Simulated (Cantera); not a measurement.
Cantera with NASA thermochemical tables; ideal gases at 1 bar, condensed phases pure. Values are per mole of reaction as written; species without (g) are pure solids or liquids, kept so even where they would boil at 1 bar.

Between 2325 and 2625 K, where is each reaction favourable under standard conditions?
- 10 O₃(g) + 3 P₄(g) = 3 P₄O₁₀(g)


- 10 O₃(g) + 3 P₄(g) = 3 P₄O₁₀(g): ΔG° is -5806 kJ at 2325 K and -5246 kJ at 2625 K; it stays negative (K > 1). ΔH° is -10160 kJ and ΔS° -1872 J/K at 2625 K.
